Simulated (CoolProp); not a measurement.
A Linde-Hampson liquefier for oxygen: isothermal reversible compression at 250 K from 1 atm to 25 MPa, throttling to 1 atm, return gas leaving the recuperator 0 K below the feed. Each further row changes one setting.

The numbers come from the reference Helmholtz-energy equation of state, Schmidt 1985 in CoolProp.

```
case                        liquid yield per pass  compression work (kJ/kg of gas)
--------------------------  ---------------------  -------------------------------
as stated                                     [?]                              341
high pressure 50 MPa                          [?]                              [?]
warm-end temperature 280 K                  0.150                              390
warm-end gap 5 K                              [?]                              341
```

Question: Some entries are withheld; supply them.

Answer: 
- as stated, liquid yield per pass: 0.204
- high pressure 50 MPa, liquid yield per pass: 0.248
- high pressure 50 MPa, compression work (kJ/kg of gas): 385
- warm-end gap 5 K, liquid yield per pass: 0.194
